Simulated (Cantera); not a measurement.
# Ignition delay

Mixture: H₂ : O₂ : N₂ = 1 : 0.333 : 1.47 (molar parts), equivalence ratio 1.5, at 1.00 bar, adiabatic and at constant volume. Ignition delay is the time to a rise of 400 K.

Cantera simulation using GRI-Mech 3.0 (53 species, 325 reactions); the numbers are that mechanism's predictions, not measurements. Where the delays flatten at high temperature, the 400 K rule measures the pace of heat release, not the induction time.

| T0 (K) | delay (ms) |
|---|---|
| 1400 | 0.0222 |
| 1475 | 0.0182 |
| 1550 | 0.0156 |
| 1625 | 0.0141 |
| 1700 | 0.0133 |
